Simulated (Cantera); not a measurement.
Cantera run:

```python
import numpy as np
import cantera as ct

gas_names = """
    C CH CH2 CH3 CH2OH CH3O CH4 CH3OH CO CO2 COOH C2 C2H CHCO,ketyl C2H2,acetylene C2H2,vinylidene
    CH2CO,ketene C2H3,vinyl CH3CO,acetyl C2H4 C2H4O,ethylen CH3CHO,ethanal CH3COOH (HCOOH)2 C2H5 C2H6
    CH3OCH3 C2H5OH C2O C3 C3H3,propargyl C3H4,allene C3H4,propyne C3H4,cyclo- C3H5,allyl C3H6,propylene
    C3H6,cyclo- C3H6O C3H7,n-propyl C3H7,i-propyl C3H8 C3H8O,1propanol C3H8O,2propanol C3O2 C4 C4H2
    C4H4,1,3-cyclo- C4H6,butadiene C4H6,2-butyne C4H6,cyclo- C4H8,1-butene C4H8,cis2-buten
    C4H8,tr2-butene C4H8,isobutene C4H8,cyclo- (CH3COOH)2 C4H9,n-butyl C4H9,i-butyl C4H9,s-butyl
    C4H9,t-butyl C4H10,isobutane C4H10,n-butane C5 C5H6,1,3cyclo- C5H8,cyclo- C5H10,1-pentene
    C5H10,cyclo- C5H11,pentyl C5H11,t-pentyl C5H12,n-pentane C5H12,i-pentane CH3C(CH3)2CH3 C6H2
    C6H5,phenyl C6H5O,phenoxy C6H6 C6H5OH,phenol C6H10,cyclo- C6H12,1-hexene C6H12,cyclo- C6H13,n-hexyl
    C7H7,benzyl C7H8 C7H8O,cresol C7H14,1-heptene C7H15,n-heptyl C7H16,n-heptane C8H8,styrene
    C8H10,ethylbenz C8H16,1-octene C8H17,n-octyl C8H18,isooctane C8H18,n-octane C9H19,n-nonyl
    C10H8,naphthale C10H21,n-decyl C12H9,o-bipheny C12H10,bipheny H HCO HO2 H2 HCHO,formaldehy HCOOH H2O
    H2O2 Mg MgH MgO MgOH MgO2H2 Mg2 O OH O2 O3
""".split()
cond_names = """
    C(gr) C6H6(L) C7H8(L) C8H18(L),n-octa H2O(s) H2O(L) Mg(cr) Mg(L) MgCO3(s) MgO(s) MgO(L) MgO2H2(s)
""".split()


def load(file, names, dense=False):
    # The tables refer to 1 bar. Condensed volumes are neglected.
    table = {s.name: s for s in ct.Species.list_from_file(file)}
    out = []
    for n in names:
        d = dict(table[n].input_data)
        d["thermo"] = dict(d["thermo"], **{"reference-pressure": 1e5})
        if dense:
            d["equation-of-state"] = {"model": "constant-volume", "density": "1e6 g/cm^3"}
        out.append(ct.Species.from_dict(d))
    return out


gas = ct.Solution(thermo="ideal-gas", species=load("nasa_gas.yaml", gas_names))
cond = {s.name: ct.Solution(thermo="fixed-stoichiometry", species=[s], name=s.name)
        for s in load("nasa_condensed.yaml", cond_names, dense=True)}
atoms = {
    'MgO': {'Mg': 1, 'O': 1},
    'C': {'C': 1},
    'H2': {'H': 2},
}
top_T = {'C(gr)': 4500}  # K; cautious upper limits of use, not melting points


def equilibrate(T, P, feed):
    n = {}
    for name, mol in feed.items():
        for a, k in atoms[name].items():
            n[a] = n.get(a, 0.0) + k * mol
    gas.TPX = T, P, n
    mass = sum(n.values()) * gas.mean_molecular_weight
    gas.equilibrate("TP")
    valid = [c for c in cond.values() if c.min_temp <= T <= top_T.get(c.name, c.max_temp)]
    mix = ct.Mixture([(gas, mass / gas.mean_molecular_weight)] + [(c, 0.0) for c in valid])
    mix.T, mix.P = T, P
    mix.equilibrate("TP", solver="vcs", rtol=1e-11, max_steps=5000)
    return mix


results = []
T = 2550  # K
P = 1333.22  # Pa
for m in [0.43, 0.6, 0.85, 1.2, 1.7, 2.4, 3.3]:
    feed = {'MgO': 1, 'C': 0.38, 'H2': m}  # mol
    mix = equilibrate(T, P, feed)
    results.append((T, P, feed, dict(zip(mix.species_names, mix.species_moles))))

top = {s: max(r[3][s] / sum(r[3][g] for g in gas_names) for r in results) for s in gas_names}
cols = sorted((s for s in top if top[s] > 1e-05), key=lambda s: -top[s])[:6]
seen = [c for c in cond_names if any(r[3].get(c, 0) > 1e-12 for r in results)]
print("log10 of partial pressures in bar; condensed amounts in mol")
print(f"{'n(H2)':>10s}" + "".join(f"{s[:9]:>10s}" for s in cols + seen))
for T, P, feed, n in results:
    ng = sum(n[g] for g in gas_names)
    print(f"{feed['H2']:10.4g}" + "".join(f"{np.log10(max(n[s] / ng * P / 1e5, 1e-99)):10.3f}" for s in cols)
          + "".join(f"{n.get(c, 0):10.4g}" for c in seen))
```

Result:

```
log10 of partial pressures in bar; condensed amounts in mol
     n(H2)        H2        Mg        CO         H       H2O       CO2    MgO(s)
      0.43    -2.904    -2.245    -2.587    -2.958    -2.824    -3.309    0.2763
       0.6    -2.835    -2.259    -2.665    -2.923    -2.740    -3.372    0.1654
      0.85    -2.777    -2.274    -2.759    -2.894    -2.668    -3.452  0.000854
       1.2    -2.586    -2.334    -2.796    -2.799    -2.669    -3.680         0
       1.7    -2.431    -2.410    -2.857    -2.722    -2.710    -3.937         0
       2.4    -2.314    -2.500    -2.937    -2.663    -2.779    -4.204         0
       3.3    -2.232    -2.594    -3.025    -2.622    -2.861    -4.456         0
```

Equilibrium computed with Cantera from the NASA thermochemical tables; the gas is ideal and each condensed phase is pure. The tables' values for MgH are old estimates; treat these amounts as uncertain.
